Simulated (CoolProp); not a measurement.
Vapour pressure (MPa) of hydrogen chloride: the reference equation beside estimates from Tc = 324.7 K, pc = 8.314 MPa, ω = 0.130. Clausius-Clapeyron is anchored at 221.7 K with a constant enthalpy of vaporisation of 14.71 kJ/mol.

Model: reference Helmholtz-energy equation of state, Thol 2018, in CoolProp.

```csv
T (K),reference,Clausius-Clapeyron,van der Waals,Redlich-Kwong,Peng-Robinson
212.2,0.3349,0.3480,1.163,0.3960,0.3322
217,0.4109,0.4185,1.311,0.4858,0.4084
221.7,0.4974,0.4974,1.466,0.5874,0.4953
226.5,0.5994,0.5891,1.638,0.7062,0.5979
231.3,0.7164,0.6927,1.822,0.8415,0.7159
236,0.8469,0.8067,…,0.9911,0.8476
240.8,0.9976,0.9366,2.224,1.163,1.000
245.5,1.164,1.078,2.442,1.350,1.169
250.3,1.354,1.238,2.679,1.562,1.361
255,…,1.410,2.925,1.791,1.572
259.8,1.797,…,3.190,2.048,1.811
264.5,2.052,1.809,3.464,2.323,2.071
269.3,2.339,2.038,3.759,2.629,2.363
274.1,2.654,2.286,4.069,2.962,2.684
```

**Question.** What belongs in the gaps?

**Answer.** 
- 236, van der Waals: 2.014
- 255, reference: 1.561
- 259.8, Clausius-Clapeyron: 1.603

Absolute difference from the reference over all 14 rows, mean and median: Clausius-Clapeyron 6.9 and 6.8 %, van der Waals 128.9 and 116.4 %, Redlich-Kwong 15.8 and 16.3 %, Peng-Robinson 0.6 and 0.6 %.
